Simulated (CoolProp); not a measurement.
The numbers come from the reference Helmholtz-energy equation of state, Lemmon 2006 in CoolProp. It is a short technical equation, of lower accuracy than the large ones.

**Question.** For C3F8 (R218), give the phase and the Joule-Thomson coefficient (K/MPa), conductivity (mW/(m K)) at 440 K and 12.5 kPa; 440 K and 336 kPa.

**Answer.** 
- 440 K and 12.5 kPa: gas; Joule-Thomson coefficient 4.01, conductivity 24.8
- 440 K and 336 kPa: gas; Joule-Thomson coefficient 4.10, conductivity 25.0

Thermal conductivity comes from a separate model (Huber 2003), an estimate that may be off by 10 % or more.
